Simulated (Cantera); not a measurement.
An adiabatic, constant-volume homogeneous reactor starts with CH₄ : CO : O₂ : N₂ = 1 : 0.8 : 2.4 : 13.2 (molar parts), equivalence ratio 1.0, at 1150 K and 7500 Torr. Integrator tolerance rtol = 1e-08.

Cantera simulation using GRI-Mech 3.0 (53 species, 325 reactions); the numbers are that mechanism's predictions, not measurements.

Task: What does this change do: pressure from 7500 Torr to 3750 Torr?

Result: 
```json
[
 {"quantity": "time of steepest temperature rise", "before": "22.4 ms", "after": "43.5 ms"},
 {"quantity": "temperature at 5.00 s", "before": "2756 K", "after": "2722 K"},
 {"quantity": "equilibrium temperature", "before": "2756 K", "after": "2722 K"},
 {"quantity": "x(CH₄) at 5.00 s", "before": "<1e-12 (gas-phase equilibrium <1e-12)", "after": "<1e-12 (gas-phase equilibrium <1e-12)"},
 {"quantity": "x(CO) at 5.00 s", "before": "0.0229 (gas-phase equilibrium 0.0229)", "after": "0.0253 (gas-phase equilibrium 0.0253)"},
 {"quantity": "x(O₂) at 5.00 s", "before": "0.00846 (gas-phase equilibrium 0.00846)", "after": "0.00968 (gas-phase equilibrium 0.00968)"},
 {"quantity": "x(C₂H₂) at 5.00 s", "before": "<1e-12 (gas-phase equilibrium <1e-12)", "after": "<1e-12 (gas-phase equilibrium <1e-12)"},
 {"quantity": "x(CH₂CO) at 5.00 s", "before": "<1e-12 (gas-phase equilibrium <1e-12)", "after": "<1e-12 (gas-phase equilibrium <1e-12)"}
]
```

Task: What does this change do: CO 0.8 to 1.6 parts?

Result: 
```
quantity                                                            before                                    after
---------------------------------  ---------------------------------------  ---------------------------------------
time of steepest temperature rise                                  22.4 ms                                  28.3 ms
temperature at 5.00 s                                               2756 K                                   2801 K
equilibrium temperature                                             2756 K                                   2801 K
x(CH₄) at 5.00 s                     <1e-12 (gas-phase equilibrium <1e-12)    <1e-12 (gas-phase equilibrium <1e-12)
x(CO) at 5.00 s                      0.0229 (gas-phase equilibrium 0.0229)    0.0506 (gas-phase equilibrium 0.0506)
x(O₂) at 5.00 s                    0.00846 (gas-phase equilibrium 0.00846)  0.00337 (gas-phase equilibrium 0.00337)
x(C₂H₂) at 5.00 s                    <1e-12 (gas-phase equilibrium <1e-12)    <1e-12 (gas-phase equilibrium <1e-12)
x(CH₂CO) at 5.00 s                   <1e-12 (gas-phase equilibrium <1e-12)    <1e-12 (gas-phase equilibrium <1e-12)
```

Task: What does this change do: pressure from 7500 Torr to 4350 Torr?

Result: 
```csv
quantity,before,after
time of steepest temperature rise,22.4 ms,37.8 ms
temperature at 5.00 s,2756 K,2729 K
equilibrium temperature,2756 K,2729 K
x(CH₄) at 5.00 s,<1e-12 (gas-phase equilibrium <1e-12),<1e-12 (gas-phase equilibrium <1e-12)
x(CO) at 5.00 s,0.0229 (gas-phase equilibrium 0.0229),0.0248 (gas-phase equilibrium 0.0248)
x(O₂) at 5.00 s,0.00846 (gas-phase equilibrium 0.00846),0.00941 (gas-phase equilibrium 0.00941)
x(C₂H₂) at 5.00 s,<1e-12 (gas-phase equilibrium <1e-12),<1e-12 (gas-phase equilibrium <1e-12)
x(CH₂CO) at 5.00 s,<1e-12 (gas-phase equilibrium <1e-12),<1e-12 (gas-phase equilibrium <1e-12)
```
